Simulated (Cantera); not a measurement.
A Cantera script and its output.

```python
import numpy as np
import cantera as ct

gas = ct.Solution("h2o2.yaml")
gas.TPX = 1175, 2666, {'H2': 0.13, 'O2': 1}
inlet = ct.Reservoir(gas, clone=True)

reactor = ct.IdealGasConstPressureReactor(gas, energy="off", clone=False)
exhaust = ct.Reservoir(gas, clone=True)
tau = [9.6, 3, 0.96, 0.3, 0.095, 0.03, 0.0095, 0.003][0]
for a, b in ((inlet, reactor), (reactor, exhaust)):
    ct.MassFlowController(a, b, mdot=lambda t: reactor.mass / tau)
net = ct.ReactorNet([reactor])
show = ['H2', 'O2', 'H', 'OH', 'O', 'H2O']

rows = []
print(f"{'tau/s':>10s}{'T/K':>9s}" + "".join(f"{s:>11s}" for s in show))
for tau in [9.6, 3, 0.96, 0.3, 0.095, 0.03, 0.0095, 0.003]:
    net.initial_time = 0.0
    net.advance(30 * tau)
    before = gas.X
    net.advance(40 * tau)
    drift = np.max(np.abs(gas.X - before) / (gas.X + 1e-9))
    rows.append([gas.T, *gas[show].X, drift])
    print(f"{tau:10.3e}{gas.T:9.1f}" + "".join(f"{x:11.3e}" for x in gas[show].X))
```

Output:

```
     tau/s      T/K         H2         O2          H         OH          O        H2O
 9.600e+00   1175.0  6.090e-05  8.775e-01  1.025e-05  4.579e-04  2.631e-04  1.217e-01
 3.000e+00   1175.0  1.276e-04  8.771e-01  3.289e-05  6.763e-04  5.717e-04  1.215e-01
 9.600e-01   1175.0  2.599e-04  8.763e-01  1.025e-04  9.925e-04  1.214e-03  1.211e-01
 3.000e-01   1175.0  5.293e-04  8.747e-01  3.237e-04  1.471e-03  2.583e-03  1.204e-01
 9.500e-02   1175.0  1.053e-03  8.716e-01  9.891e-04  2.172e-03  5.329e-03  1.189e-01
 3.000e-02   1175.0  2.069e-03  8.655e-01  2.900e-03  3.189e-03  1.056e-02  1.158e-01
 9.500e-03   1175.0  4.005e-03  8.549e-01  7.673e-03  4.564e-03  1.920e-02  1.097e-01
 3.000e-03   1175.0  7.734e-03  8.410e-01  1.652e-02  6.210e-03  2.952e-02  9.899e-02
```

Cantera simulation using the H2/O2 subset of GRI-Mech 3.0, which has no nitrogen chemistry; the numbers are that mechanism's predictions, not measurements. Radical loss at walls, strong at low pressure, is not modelled. The temperature is held fixed by assumption; the heat of reaction is taken as removed at once.
